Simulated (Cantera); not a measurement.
# Ignition delay

Mixture: 13.2 % CH4, 1.12 % CO, 18.0 % O2, 67.7 % N2, equivalence ratio 1.5, at 5.00 bar, adiabatic and at constant pressure. Ignition delay is the time to a rise of 400 K.

Computed with Cantera and GRI-Mech 3.0 (53 species, 325 reactions).

```csv
T0 (K),delay (ms)
1325,2.92
1400,1.23
1475,0.544
1550,0.254
1625,0.125
```

- apparent activation energy between 1475 and 1625 K = 200 kJ/mol
